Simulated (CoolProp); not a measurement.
Aqueous potassium formate as a coolant, at 24 °C, 1 atm.

Values from CoolProp's Melinder's fits for secondary coolants.

```
mass %  freezing point (°C)  Prandtl number  conductivity (W/(m K))  viscosity (mPa s)  density (kg/m³)
------  -------------------  --------------  ----------------------  -----------------  ---------------
1.2                    -0.5            6.45                   0.602              0.939             1005
8.1              (withheld)            6.94                   0.587         (withheld)             1047
14.9                   -7.9            7.28                   0.574               1.15             1088
21.8                  -13.1            7.86                   0.562               1.30       (withheld)
28.7                  -19.7            8.66                   0.549         (withheld)             1179
35.5                  -28.1            9.54                   0.533               1.70             1227
42.4                  -39.1            10.8                   0.515         (withheld)       (withheld)
```

**Question.** Complete the blanks.

**Answer.** 
- 8.1, freezing point (°C): -3.9
- 8.1, viscosity (mPa s): 1.05
- 21.8, density (kg/m³): 1132
- 28.7, viscosity (mPa s): 1.49
- 42.4, viscosity (mPa s): 1.97
- 42.4, density (kg/m³): 1278
